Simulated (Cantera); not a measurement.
## Thermodynamics of iron carbonyl, mercury and lead vapours, feed PbO + O₂ + H₂

Feed: 1 mol PbO, 2.3 mol O₂, a varied amount of H₂, at 702 °C and 0.100 bar.

These are equilibrium values from Cantera (NASA tables, ideal gas, pure condensed phases), not measurements of a reactor. Candidate condensed phases: H₂O, Pb, PbO, PbO₂, Pb₃O₄; 12 gas species. The numbers say what is thermodynamically allowed, not how fast it happens.

| n(H₂) (mol) | x O₂ | x H₂O | x H₂ | x Pb | x PbO | x OH | n PbO(yellow) | n Pb(l) |
|---|---|---|---|---|---|---|---|---|
| 0.17 | 0.929 | 0.0713 | 9.52e-12 | 9.11e-11 | 1.30e-6 | 1.52e-7 | 1.000 | 0 |
| 0.32 | 0.870 | 0.130 | 1.80e-11 | 9.42e-11 | 1.30e-6 | 2.02e-7 | 1.000 | 0 |
| 0.58 | 0.776 | 0.224 | 3.27e-11 | 9.97e-11 | 1.30e-6 | 2.57e-7 | 1.000 | 0 |
| 1.1 | 0.614 | 0.386 | 6.34e-11 | 1.12e-10 | 1.30e-6 | 3.18e-7 | 1.000 | 0 |
| 1.9 | 0.415 | 0.585 | 1.17e-10 | 1.36e-10 | 1.30e-6 | 3.55e-7 | 1.000 | 0 |
| 3.5 | 0.136 | 0.864 | 3.02e-10 | 2.38e-10 | 1.30e-6 | 3.26e-7 | 1.000 | 0 |
| 6.4 | <1e-12 | 0.875 | 0.125 | 9.17e-5 | 1.22e-9 | 1.62e-11 | 0 | 0.999 |
| 12 | <1e-12 | 0.467 | 0.533 | 9.17e-5 | 1.53e-10 | 4.19e-12 | 0 | 0.999 |
| 21 | <1e-12 | 0.267 | 0.733 | 9.17e-5 | 6.34e-11 | 2.04e-12 | 0 | 0.998 |
x: gas mole fraction; n: condensed amount in mol.

From 0.17 mol H₂ to 3.5 mol H₂ the condensed part is PbO(yellow). From 6.4 mol H₂ to 21 mol H₂ the condensed part is Pb(l). The main Pb-bearing gas is PbO at 0.17 mol H₂ and Pb at 21 mol H₂.
